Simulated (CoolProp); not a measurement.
Model: reference Helmholtz-energy equation of state, Colonna 2008, in CoolProp. It is a short technical equation, of lower accuracy than the large ones.

**Question.** Give the vapour pressure (kPa), liquid cp (kJ/(kg K)), vapour Z of saturated dodecamethylcyclohexasiloxane (D6) at 385.9, 437.1, 488.3 K.

**Answer.** 
```
T (K)  p (kPa)  liquid cp (kJ/(kg K))  vapour Z
-----  -------  ---------------------  --------
385.9     1.33                   1.75     0.997
437.1     10.8                   1.85     0.984
488.3     49.7                   1.96     0.945
```
